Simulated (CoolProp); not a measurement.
Vapour-liquid equilibrium of acetone (1) + p-xylene (2) at 1.15 bar; x and y are mole fractions of (1).

Values from CoolProp's multi-fluid Helmholtz-energy mixture model, Lemmon 2006 and Zhou 2012; pair parameters Bell 2016.

| x | bubble temperature (°C) | y at the bubble point | dew temperature at overall composition x (°C) | liquid density (mol/L) |
|---|---|---|---|---|
| 0.05 | 123.6 | 0.429 | 141.2 | 7.365 |
| 0.15 | 101.2 | 0.736 | 137.2 | 7.881 |
| 0.25 | 89.3 | 0.839 | 132.8 | 8.338 |
| 0.35 | 82.1 | 0.887 | 127.9 | 8.792 |
| 0.45 | 77.0 | 0.916 | 122.4 | 9.266 |
| 0.55 | 73.1 | 0.936 | 116.2 | 9.775 |
| 0.65 | 69.8 | 0.952 | 108.8 | 10.33 |
| 0.75 | 66.8 | 0.966 | 99.8 | 10.94 |
| 0.85 | 64.0 | 0.980 | 87.7 | 11.63 |
| 0.95 | 61.2 | 0.993 | 70.2 | 12.40 |

No azeotrope shows between x = 0.05 and 0.95.

The pair parameters rest on a limited set of measurements; away from them the model extrapolates.
